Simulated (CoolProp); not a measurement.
Vapour-liquid equilibrium of carbon dioxide (1) + R125 (2) at 5.49 bar; x and y are mole fractions of (1).

Values from CoolProp's multi-fluid Helmholtz-energy mixture model, Span 1996 and Lemmon 2005; pair parameters Bell 2016.

| x | bubble temperature (°C) | y at the bubble point | dew temperature at overall composition x (°C) | liquid density (mol/L) |
|---|---|---|---|---|
| 0.05 | -13.0 | 0.222 | -7.6 | [?] |
| 0.125 | -21.6 | 0.460 | -9.9 | 12.58 |
| 0.2 | -28.5 | 0.612 | [?] | 13.38 |
| 0.275 | -33.9 | 0.711 | -14.7 | 14.20 |
| 0.35 | -38.0 | 0.777 | -17.4 | 15.05 |
| 0.425 | -41.3 | 0.824 | -20.2 | 15.94 |
| 0.5 | -44.0 | 0.859 | -23.3 | 16.90 |
| 0.575 | -46.3 | 0.887 | -26.7 | 17.94 |
| 0.65 | -48.2 | 0.910 | -30.4 | 19.08 |
| 0.725 | -49.8 | 0.930 | -34.7 | [?] |
| 0.8 | -51.4 | 0.949 | -39.6 | 21.79 |
| 0.875 | -52.9 | [?] | -45.3 | 23.41 |
| 0.95 | -54.3 | 0.987 | -51.5 | 25.27 |

Task: Some entries are withheld; supply them.

Result: 
- 0.05, liquid density (mol/L): 11.77
- 0.2, dew temperature at overall composition x (°C): -12.2
- 0.725, liquid density (mol/L): 20.35
- 0.875, y at the bubble point: 0.967

No azeotrope shows between x = 0.05 and 0.95.

Pair parameters are fitted to limited data, so mixtures are less certain than the pure fluids.
